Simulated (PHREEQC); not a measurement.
0.012 g of hydrous ferric oxide (600 m²/g; 0.2 weak and 0.005 strong sites per Fe, Dzombak-Morel constants, diffuse double layer) in 1 kg of water with 0.001 mol/kgw of an inert sodium salt and 6.8e-06 mol NaF, at 25 °C; the pH is set by adding NaOH or the inert anion's acid. O2 is buffered at 0.21 atm. The system is closed to CO2. No solid was allowed to form.

The series has 13 steps of pH, from 3 to 11.

Computed with PHREEQC (ion-association model, wateq4f.dat).

Problem. Near which pH is half of the F sorbed, and on which side is more sorbed?

Solution. Near pH 4.4, with more sorbed at lower pH.

Species that the database lacks are ignored. The oxide is taken as insoluble; below pH 4 it would dissolve.
